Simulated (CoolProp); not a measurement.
The fluid at 388.01 K and 0.0251 MPa is throttled through a valve to 0.00571 MPa with no heat exchange. The same conditions are run with several fluids, on thermodynamics alone (safety and materials aside).

The numbers come from the reference Helmholtz-energy equation of state of each fluid (octamethyltrisiloxane (MDM): Thol 2017; hydrogen sulfide: Lemmon 2006; sulfur dioxide: Gao 2016; ethylbenzene: Zhou 2012; n-pentane: Thol 2019) in CoolProp.

```csv
fluid,temperature change (K),final density (kg/m³)
octamethyltrisiloxane (MDM),-0.6,0.422
hydrogen sulfide,-0.2,0.0604
sulfur dioxide,-0.3,0.114
ethylbenzene,-0.7,0.189
n-pentane,-0.3,0.128
```
